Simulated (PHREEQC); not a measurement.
1 kg of water meets 20 L of dry gas (CO2 0.47, N2 0.53 by moles) at fixed total pressure, at 10 °C; fugacities by Peng-Robinson. The gases take part in no redox reaction, some water evaporates into the gas, and hydrates or a liquid gas phase aren't modelled. Nothing may precipitate in this run.

All values are PHREEQC results (ion-association model, phreeqc.dat), not measurements.

```tsv
P (atm)	dissolved CO2 (all carbonate carbon) (mol/kgw)	φ of CO2	p of CO2 (atm)	dissolved N2 (mol/kgw)	φ of N2
1	0.0241	0.994	0.449	0.000458	1.000
2	[?]	[?]	0.904	0.000921	1.000
3	[?]	0.983	1.36	0.00138	1.000
5	[?]	0.971	2.27	0.00230	0.999
7.5	[?]	[?]	3.41	0.00344	0.999
15	[?]	0.915	6.85	0.00680	0.998
20	0.429	0.889	9.14	0.00900	0.999
30	[?]	0.837	13.8	0.0133	0.999
40	0.747	0.787	18.4	0.0175	1.002
```

Task: What belongs in the gaps?

Result: 
- 2, dissolved CO2 (all carbonate carbon) (mol/kgw): 0.0482
- 2, φ of CO2: 0.988
- 3, dissolved CO2 (all carbonate carbon) (mol/kgw): 0.0719
- 5, dissolved CO2 (all carbonate carbon) (mol/kgw): 0.118
- 7.5, dissolved CO2 (all carbonate carbon) (mol/kgw): 0.175
- 7.5, φ of CO2: 0.957
- 15, dissolved CO2 (all carbonate carbon) (mol/kgw): 0.333
- 30, dissolved CO2 (all carbonate carbon) (mol/kgw): 0.601

Constants without temperature data keep their 25 °C values here.
